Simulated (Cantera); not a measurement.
Cantera run, input and output.

```python
import numpy as np
import cantera as ct

gas = ct.Solution("gri30.yaml")
gas.TPX = 475, 100000, {'CH3OH': 1, 'O2': 1.15, 'N2': 3.46}
flame = ct.FreeFlame(gas, width=0.04)
flame.set_refine_criteria(ratio=3, slope=0.08, curve=0.16)
flame.transport_model = "mixture-averaged"
flame.solve(loglevel=0, auto=True)
flame.transport_model = "multicomponent"
flame.soret_enabled = False
flame.solve(loglevel=0, refine_grid=True)
z, T = flame.grid, flame.T
thick = (T[-1] - T[0]) / np.gradient(T, z).max()
show = ['CH3OH', 'O2', 'O', 'CO2', 'N2O', 'C2H6']
print(f"laminar burning velocity  {flame.velocity[0] * 100:.3f} cm/s")
print(f"burnt temperature         {T[-1]:.1f} K")
print(f"thermal thickness         {thick * 1e3:.4f} mm")
print(f"grid points               {len(z)}")
z0 = z[flame.heat_release_rate.argmax()]
print(f"{'z/mm':>9s}{'T/K':>9s}{'u/(m/s)':>9s}" + "".join(f"{s:>11s}" for s in show))
rows = []
for k in (-3, -2, -1.5, -1, -0.5, -0.25, 0, 0.25, 0.5, 1, 2, 4, 8):
    zz = z0 + k * thick
    rows.append([k * thick, np.interp(zz, z, T), np.interp(zz, z, flame.velocity),
                 *(np.interp(zz, z, flame.X[gas.species_index(s)]) for s in show)])
    print(f"{rows[-1][0] * 1e3:9.3f}{rows[-1][1]:9.1f}{rows[-1][2]:9.3f}" + "".join(f"{x:11.3e}" for x in rows[-1][3:]))
```

Output:

```
laminar burning velocity  133.006 cm/s
burnt temperature         2361.3 K
thermal thickness         0.2103 mm
grid points               148
     z/mm      T/K  u/(m/s)      CH3OH         O2          O        CO2        N2O       C2H6
   -0.631    475.1    1.334  1.778e-01  2.044e-01 -8.399e-16  1.260e-07  2.717e-13  8.792e-12
   -0.421    476.6    1.345  1.768e-01  2.031e-01  7.238e-15  2.463e-06  5.394e-12  1.882e-10
   -0.315    484.3    1.377  1.752e-01  2.009e-01  2.242e-13  2.021e-05  4.488e-11  1.683e-09
   -0.210    546.1    1.582  1.693e-01  1.927e-01  1.184e-10  2.627e-04  5.957e-10  2.471e-08
   -0.105    934.2    2.846  1.290e-01  1.547e-01  1.755e-07  3.553e-03  8.283e-09  3.866e-07
   -0.053   1348.1    4.295  7.201e-02  1.125e-01  1.386e-05  9.547e-03  2.260e-08  1.075e-06
    0.000   1766.4    5.889  1.230e-02  6.837e-02  4.390e-04  2.006e-02  4.362e-08  1.383e-06
    0.053   1923.0    6.483  2.636e-04  4.053e-02  2.130e-03  3.296e-02  4.536e-08  1.618e-07
    0.105   1967.7    6.615  1.399e-06  2.385e-02  3.366e-03  4.558e-02  4.322e-08  2.341e-09
    0.210   2018.8    6.737  1.745e-09  1.179e-02  3.797e-03  6.288e-02  4.062e-08  2.024e-13
    0.421   2078.3    6.883  1.386e-12  7.658e-03  3.224e-03  7.476e-02  3.688e-08 -2.486e-17
    0.841   2147.2    7.074  3.406e-15  5.624e-03  2.365e-03  7.827e-02  3.455e-08 -6.653e-17
    1.682   2221.1    7.281  3.056e-15  3.722e-03  1.478e-03  7.945e-02  3.271e-08  7.853e-17
```

Model: GRI-Mech 3.0 (53 species, 325 reactions), integrated in Cantera. GRI-Mech 3.0 was tuned for natural gas; its chemistry of methanol as a main component is partial and can be far from experiment. Burning velocities carry a grid error of a few per cent, more on coarse grids.
